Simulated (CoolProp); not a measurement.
Values from CoolProp's reference Helmholtz-energy equation of state, Thol 2012.

Task: Give the vapour pressure (kPa), vapour density (kg/m³), enthalpy of vaporisation (kJ/kg), liquid cp (kJ/(kg K)) of saturated benzene at 98.75 °C.

Result: 
```
T (°C)  p (kPa)  vapour density (kg/m³)  enthalpy of vaporisation (kJ/kg)  liquid cp (kJ/(kg K))
------  -------  ----------------------  --------------------------------  ---------------------
98.75       174                    4.63                               379                   1.97
```
